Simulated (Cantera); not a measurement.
# N2O furnace oxynitridation

A perfectly stirred reactor is fed with 11.1 % N₂O, 88.9 % N₂, at 0.00690 bar; it is held at 1400 K, and followed from long to short residence time.

Model: GRI-Mech 3.0 (53 species, 325 reactions), integrated in Cantera. GRI-Mech 3.0 was tuned for natural gas; its chemistry of N2O as a main component is partial and can be far from experiment. Radical loss at walls, strong at low pressure, is not modelled. The temperature is held fixed by assumption; the heat of reaction is taken as removed at once.

```
τ (s)    x N₂O      x NO     x NO₂      x O      x O₂   x N₂
------  ------  --------  --------  -------  --------  -----
4.0     0.0762   0.00651   3.83e-7  2.55e-5    0.0133  0.904
1.9     0.0913   0.00370   1.98e-7  2.55e-5   0.00754  0.897
0.89     0.101   0.00191   9.05e-8  2.55e-5   0.00390  0.893
0.42     0.106  0.000944   3.75e-8  2.53e-5   0.00192  0.891
0.20     0.109  0.000455   1.38e-8  2.51e-5  0.000928  0.890
0.095    0.110  0.000214   4.28e-9  2.45e-5  0.000436  0.889
0.045    0.111   9.73e-5   1.10e-9  2.34e-5  0.000198  0.889
0.021    0.111   4.15e-5  2.27e-10  2.13e-5   8.45e-5  0.889
0.010    0.111   1.67e-5  3.91e-11  1.80e-5   3.40e-5  0.889
0.0048   0.111   6.06e-6  5.31e-12  1.36e-5   1.23e-5  0.889
```
x: mole fraction; the columns are a selection and need not sum to one.
